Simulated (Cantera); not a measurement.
An adiabatic, constant-volume homogeneous reactor starts with 9.51 % CH₄, 19.0 % O₂, 71.5 % N₂, at 975 K and 100000 Pa.

Model: GRI-Mech 3.0 (53 species, 325 reactions), integrated in Cantera. Below about 1000 K GRI-Mech 3.0 lacks low-temperature oxidation paths.

Problem. Predict: time of steepest temperature rise; temperature at 3.00 s; equilibrium temperature; x(O₂) at 3.00 s; x(H₂O) at 3.00 s.

Solution. 
| Property | Value |
|---|---|
| time of steepest temperature rise | 1.70 s |
| temperature at 3.00 s | 2760 K |
| equilibrium temperature | 2760 K |
| x(O₂) at 3.00 s | 0.0156 (gas-phase equilibrium 0.0156) |
| x(H₂O) at 3.00 s | 0.160 (gas-phase equilibrium 0.160) |
